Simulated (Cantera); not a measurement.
Feed: 1 mol Ti, 7 mol CO, 5.3 mol H2, held at 7.50 Torr.

These are equilibrium values from Cantera (NASA tables, ideal gas, pure condensed phases), not measurements of a reactor. Candidate condensed phases: C, C6H6, C7H8, C8H18, H2O, Ti, TiC, TiO, TiO2, Ti2O3, Ti3O5, Ti4O7; 113 gas species. Mutual solubility and eutectic melting of coexisting phases are not modelled. TiC: taken at fixed stoichiometry. Rates play no part. All values below are at 1400 K.

Base state: CO 0.547, H2 0.453, H2O 3.88e-5, H 3.27e-5, CO2 2.16e-5 (mole fractions); condensed: TiC(s) + Ti2O3(s).

Problem. What changes in the equilibrium state with this change: Ti replaced by Si?

Solution. 
```
species               before     after
-------------------  -------  --------
H2                     0.453     0.514
CO                     0.547     0.485
SiO                        0  0.000425
CH4                  2.10e-6   1.14e-5
CO2                  2.16e-5   4.04e-6
H2O                  3.88e-5   9.29e-6
H                    3.27e-5   3.49e-5
TiC(s), mol            0.600         0
Ti2O3(s), mol          0.200         0
C(graphite), mol           0      2.00
SiO2(β-quartz), mol        0     0.996
```
The tables hold silica as quartz up to 1696 K and as liquid above; real silica turns to tridymite and cristobalite and melts near 1996 K. Further candidate phases: Si, SiC, SiO2.
